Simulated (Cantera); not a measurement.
Input: 1 mol SiH2Cl2, 0.57 mol HCl, 180 mol N2, at 0.0190 bar.

These are equilibrium values from Cantera (NASA tables, ideal gas, pure condensed phases), not measurements of a reactor. Candidate condensed phases: NH4Cl, Si, Si3N4; 28 gas species. N2 is the only nitrogen source here; it is nearly inert below about 1500 K, so the nitride shown seldom forms there in practice. The tables' values for SiCl3 are old estimates; treat these amounts as uncertain. Kinetics and transport are ignored. All values below are at 1248 K.

Base state: N2 0.986, HCl 0.0117, H2 0.00120, SiCl4 0.000489, SiCl2 9.87e-5, SiCl3 8.18e-5 (mole fractions); condensed: Si3N4(s).

Problem. What changes in the equilibrium state with this change: SiH2Cl2 replaced by Si2Cl6?

Solution. 
```json
[
 {"species": "N2", "before": "0.986", "after": "0.988"},
 {"species": "SiCl4", "before": "0.000489", "after": "0.00758"},
 {"species": "HCl", "before": "0.0117", "after": "0.00309"},
 {"species": "H2", "before": "0.00120", "after": "2.11e-5"},
 {"species": "SiCl3", "before": "8.18e-5", "after": "0.000639"},
 {"species": "SiCl2", "before": "9.87e-5", "after": "0.000389"},
 {"species": "Si3N4(s), mol", "before": "0.293", "after": "0.145"}
]
```
The feed counts by its element totals alone.
